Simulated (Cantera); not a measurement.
## N2O furnace oxynitridation

An isothermal, constant-pressure homogeneous reactor starts with N2O : O2 = 1 : 0.28 (molar parts), at 1550 K and 82.5 Torr.

Computed with Cantera and GRI-Mech 3.0 (53 species, 325 reactions). GRI-Mech 3.0 was tuned for natural gas; its chemistry of N2O as a main component is partial and can be far from experiment. The temperature is held fixed by assumption; the heat of reaction is taken as removed at once.

```csv
t (s),x N2O,x O2,x O,x NO2,x NO
0.000400,0.777,0.220,0.000113,5.38e-8,0.000890
0.00126,0.766,0.221,0.000113,5.23e-7,0.00292
0.00400,0.735,0.227,0.000113,3.82e-6,0.00912
0.0126,0.645,0.243,0.000113,1.79e-5,0.0267
0.0400,0.439,0.281,0.000112,5.38e-5,0.0671
0.126,0.150,0.334,0.000105,0.000108,0.123
0.400,0.0102,0.362,5.18e-5,0.000164,0.147
1.26,3.92e-5,0.364,1.46e-5,0.000293,0.147
4.00,6.48e-6,0.365,1.44e-5,0.000295,0.147
```
x: mole fraction; the columns are a selection and need not sum to one.

Equilibrium at this temperature and pressure: N2O 3.21e-8, O2 0.437, O 1.57e-5, NO2 4.18e-6, NO 0.00190 (gas phase only).
